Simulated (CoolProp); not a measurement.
Vapour-liquid equilibrium of dimethyl ether (1) + isobutane (2) at 199.1 K; x and y are mole fractions of (1).

The numbers come from the multi-fluid Helmholtz-energy mixture model, Wu 2011 and Bücker 2006; pair parameters Bell 2016 in CoolProp.

| x | bubble pressure (bar) | y at the bubble point | dew pressure at overall composition x (bar) | liquid density (mol/L) |
|---|---|---|---|---|
| 0.05 | … | 0.171 | 0.03713 | 11.53 |
| 0.15 | 0.04922 | 0.371 | 0.04030 | 11.96 |
| 0.25 | 0.05490 | 0.485 | 0.04398 | 12.42 |
| 0.35 | 0.05886 | 0.561 | 0.04824 | 12.91 |
| 0.45 | 0.06163 | … | 0.05308 | 13.45 |
| 0.55 | 0.06359 | … | 0.05827 | 14.03 |
| 0.65 | 0.06493 | 0.716 | 0.06292 | 14.66 |
| 0.75 | 0.06568 | … | 0.06549 | 15.34 |
| 0.85 | 0.06569 | 0.837 | 0.06559 | 16.09 |
| 0.95 | 0.06446 | 0.933 | 0.06414 | … |

Task: Complete the blanks.

Result: 
- 0.05, bubble pressure (bar): 0.04105
- 0.45, y at the bubble point: 0.619
- 0.55, y at the bubble point: 0.668
- 0.75, y at the bubble point: 0.770
- 0.95, liquid density (mol/L): 16.92

y crosses x between x = 0.75 and 0.85: the model has an azeotrope there.

Pair parameters are fitted to limited data, so mixtures are less certain than the pure fluids.
